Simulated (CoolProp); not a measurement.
The numbers come from the reference Helmholtz-energy equation of state, Lemmon 2006 in CoolProp. It is a short technical equation, of lower accuracy than the large ones.

Problem. Give the vapour pressure (MPa), liquid density (kg/m³), liquid cp (kJ/(kg K)), vapour Z of saturated CH3F (R41) at -45.25, -9.05 °C.

Solution. 
```csv
T (°C),p (MPa),liquid density (kg/m³),liquid cp (kJ/(kg K)),vapour Z
-45.25,0.470,807,2.17,0.890
-9.05,1.58,708,2.48,0.762
```
